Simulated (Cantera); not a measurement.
A Cantera script and what it prints.

```python
import numpy as np
import cantera as ct

gas_names = """
    H HO2 H2 H2O H2O2 O OH O2 O3 Zr ZrO ZrO2
""".split()
cond_names = """
    H2O(s) H2O(L) Zr(a) Zr(b) Zr(L) ZrO2(a) ZrO2(b) ZrO2(L)
""".split()


# ... load() reads the species with a 1 bar reference pressure and builds the phases ...
atoms = {
    'Zr': {'Zr': 1},
    'H2O': {'H': 2, 'O': 1},
}
top_T = {}  # K; cautious upper limits of use, not melting points


# ... equilibrate(T, P, feed) seeds the gas with the atoms and calls Mixture.equilibrate('TP', solver="vcs", rtol=1e-11, max_steps=5000) ...
results = []
feed = {'Zr': 1, 'H2O': 0.51}  # mol
P = 101325  # Pa
for T in [2273, 2348, 2423, 2498, 2573, 2648, 2723]:
    mix = equilibrate(T, P, feed)
    results.append((T, P, feed, dict(zip(mix.species_names, mix.species_moles))))

top = {s: max(r[3][s] / sum(r[3][g] for g in gas_names) for r in results) for s in gas_names}
cols = sorted((s for s in top if top[s] > 0.0001), key=lambda s: -top[s])[:9]
seen = [c for c in cond_names if any(r[3].get(c, 0) > 1e-12 for r in results)]
print("log10 of partial pressures in bar; condensed amounts in mol")
print(f"{'T/K':>10s}" + "".join(f"{s[:9]:>10s}" for s in cols + seen))
for T, P, feed, n in results:
    ng = sum(n[g] for g in gas_names)
    print(f"{T:10.4g}" + "".join(f"{np.log10(max(n[s] / ng * P / 1e5, 1e-99)):10.3f}" for s in cols)
          + "".join(f"{n.get(c, 0):10.4g}" for c in seen))
```

Result:

```
log10 of partial pressures in bar; condensed amounts in mol
       T/K        H2         H       ZrO       H2O     Zr(L)   ZrO2(b)
      2273     0.002    -2.075    -5.385    -5.047     0.745     0.255
      2348     0.000    -1.908    -4.947    -4.829     0.745     0.255
      2423    -0.002    -1.752    -4.536    -4.626     0.745     0.255
      2498    -0.005    -1.606    -4.151    -4.435     0.745     0.255
      2573    -0.009    -1.469    -3.789    -4.256     0.745    0.2549
      2648    -0.015    -1.340    -3.449    -4.089    0.7449    0.2549
      2723    -0.021    -1.219    -3.128    -3.933    0.7448    0.2548
```

Equilibrium computed with Cantera from the NASA thermochemical tables; the gas is ideal and each condensed phase is pure. Mutual solubility and eutectic melting of coexisting phases are not modelled. Condensed phases not in the tables: N, O or C dissolved in the metal.
